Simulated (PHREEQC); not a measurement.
Make-up at 25 °C: 39 mmol/kgw H2SO4, 2.8 mmol/kgw LiCl and 0.32 mmol/kgw Na2SO4. It is in equilibrium with CO2 at log p = -3.5 (atm). Otherwise closed; pH follows from the charge balance.

Computed with PHREEQC (ion-association model, phreeqc.dat).

This is a speciation only: nothing precipitates in the calculation.

**Question.** Predict the pH, specific conductance, ionic strength.

**Answer.** pH 1.37; specific conductance 18200 µS/cm; ionic strength 0.0666 mol/kgw.

**Question.** In which forms is S present?

**Answer.** HSO4- 69 %, SO4-2 31 % of the S.

Complexes and solids missing from the database can't appear.
